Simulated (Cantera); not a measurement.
An isothermal, constant-pressure homogeneous reactor starts with C2H6 : N2 = 1 : 71 (molar parts), at 1425 K and 35.0 Pa. Integrator tolerance rtol = 1e-08.

Cantera simulation using GRI-Mech 3.0 (53 species, 325 reactions); the numbers are that mechanism's predictions, not measurements. GRI-Mech 3.0 stops at C3 and has no aromatics, soot or wall deposition, so with more carbon than oxygen in the feed, carbon stays in small species such as C2H2 where larger ones or solid carbon would form. Radical loss at walls, strong at low pressure, is not modelled.

What does this change do: temperature 1425 to 1625 K?


```csv
quantity,before,after
x(C2H6) at 2.00 s,1.80e-6 (gas-phase equilibrium <1e-12),5.01e-8 (gas-phase equilibrium <1e-12)
x(C2H4) at 2.00 s,0.00221 (gas-phase equilibrium 1.43e-8),6.23e-5 (gas-phase equilibrium 1.58e-9)
x(HCN) at 2.00 s,3.73e-6 (gas-phase equilibrium 0.0222),3.08e-5 (gas-phase equilibrium 0.0232)
x(C2H2) at 2.00 s,0.00974 (gas-phase equilibrium 0.00243),0.0127 (gas-phase equilibrium 0.00190)
x(CH3) at 2.00 s,0.000331 (gas-phase equilibrium 6.81e-9),0.000221 (gas-phase equilibrium 7.68e-9)
x(H) at 2.00 s,0.000123 (gas-phase equilibrium 6.03e-5),0.000223 (gas-phase equilibrium 0.000621)
x(H2) at 2.00 s,0.0202 (gas-phase equilibrium 0.0270),0.0248 (gas-phase equilibrium 0.0267)
```

What does this change do: C2H6 1 to 1.8 parts?


| quantity | before | after |
|---|---|---|
| x(C2H6) at 2.00 s | 1.80e-6 (gas-phase equilibrium <1e-12) | 3.07e-6 (gas-phase equilibrium <1e-12) |
| x(C2H4) at 2.00 s | 0.00221 (gas-phase equilibrium 1.43e-8) | 0.00374 (gas-phase equilibrium 6.35e-8) |
| x(HCN) at 2.00 s | 3.73e-6 (gas-phase equilibrium 0.0222) | 2.36e-6 (gas-phase equilibrium 0.0347) |
| x(C2H2) at 2.00 s | 0.00974 (gas-phase equilibrium 0.00243) | 0.0166 (gas-phase equilibrium 0.00620) |
| x(CH3) at 2.00 s | 0.000331 (gas-phase equilibrium 6.81e-9) | 0.000405 (gas-phase equilibrium 1.90e-8) |
| x(H) at 2.00 s | 0.000123 (gas-phase equilibrium 6.03e-5) | 0.000112 (gas-phase equilibrium 7.97e-5) |
| x(H2) at 2.00 s | 0.0202 (gas-phase equilibrium 0.0270) | 0.0337 (gas-phase equilibrium 0.0471) |

What does this change do: temperature 1425 to 1673 K?


```tsv
quantity	before	after
x(C2H6) at 2.00 s	1.80e-6 (gas-phase equilibrium <1e-12)	2.34e-8 (gas-phase equilibrium <1e-12)
x(C2H4) at 2.00 s	0.00221 (gas-phase equilibrium 1.43e-8)	3.41e-5 (gas-phase equilibrium 1.00e-9)
x(HCN) at 2.00 s	3.73e-6 (gas-phase equilibrium 0.0222)	4.43e-5 (gas-phase equilibrium 0.0234)
x(C2H2) at 2.00 s	0.00974 (gas-phase equilibrium 0.00243)	0.0129 (gas-phase equilibrium 0.00180)
x(CH3) at 2.00 s	0.000331 (gas-phase equilibrium 6.81e-9)	0.000199 (gas-phase equilibrium 7.81e-9)
x(H) at 2.00 s	0.000123 (gas-phase equilibrium 6.03e-5)	0.000259 (gas-phase equilibrium 0.000998)
x(H2) at 2.00 s	0.0202 (gas-phase equilibrium 0.0270)	0.0252 (gas-phase equilibrium 0.0265)
```
